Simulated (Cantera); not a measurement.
A closed system holds: 1 mol NaOH, 2.8 mol H2O, 0.026 mol C, equilibrated at 1327 °C.

Method: chemical equilibrium by Gibbs-energy minimisation in Cantera with the NASA 1993 tables (ideal gas, pure condensed phases). Candidate condensed phases: C, C6H6, C7H8, C8H18, H2O, Na, NaOH, NaO2, Na2CO3, Na2O, Na2O2; 117 gas species. Rates play no part.

**Question.** Which condensed phases are stable at each of these points (P (Pa)): 10, 52, 270, 1400, 7200, 37000, 190000, 1000000?

**Answer.** 
```
P (Pa)   condensed phases  Na condensed (%)
-------  ----------------  ----------------
10               gas only               0.0
52               gas only               0.0
270              gas only               0.0
1400             gas only               0.0
7200             gas only               0.0
37000            gas only               0.0
190000            NaOH(l)              61.7
1000000           NaOH(l)              93.8
```

From 10.0 Pa to 37000 Pa nothing is condensed. From 190000 Pa to 1000000 Pa the condensed part is NaOH(l).
